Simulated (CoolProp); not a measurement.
Vapour-liquid equilibrium of nitrogen (1) + carbon monoxide (2) at 99.3 K; x and y are mole fractions of (1).

Computed with CoolProp (multi-fluid Helmholtz-energy mixture model, Span 2000 and Lemmon 2006; pair parameters Gernert 2013).

| x | bubble pressure, mixture model (bar) | bubble pressure, Raoult's law (bar) | y, mixture model | y, Raoult's law |
|---|---|---|---|---|
| 0.05 | 5.295 | 5.279 | 0.069 | 0.070 |
| 0.125 | 5.487 | 5.448 | 0.168 | 0.170 |
| 0.2 | ? | 5.616 | 0.260 | 0.264 |
| 0.275 | 5.867 | 5.784 | 0.346 | 0.352 |
| 0.35 | 6.052 | 5.953 | 0.427 | 0.436 |
| 0.425 | ? | 6.121 | 0.504 | 0.515 |
| 0.5 | 6.407 | 6.289 | 0.576 | 0.589 |
| 0.575 | 6.576 | 6.458 | 0.645 | 0.660 |
| 0.65 | 6.740 | 6.626 | ? | 0.727 |
| 0.725 | 6.896 | 6.794 | 0.775 | 0.791 |
| 0.8 | 7.046 | 6.963 | ? | 0.852 |
| 0.875 | 7.190 | 7.131 | 0.898 | 0.909 |
| 0.95 | 7.325 | 7.299 | 0.959 | 0.965 |

Problem. Fill in the missing entries.

Solution. 
- 0.2, bubble pressure, mixture model (bar): 5.678
- 0.425, bubble pressure, mixture model (bar): 6.232
- 0.65, y, mixture model: 0.711
- 0.8, y, mixture model: 0.837

The largest gap from Raoult's law is +1.9 % in bubble pressure, at x = 0.5. No azeotrope shows between x = 0.05 and 0.95.

Pair parameters are fitted to limited data, so mixtures are less certain than the pure fluids.
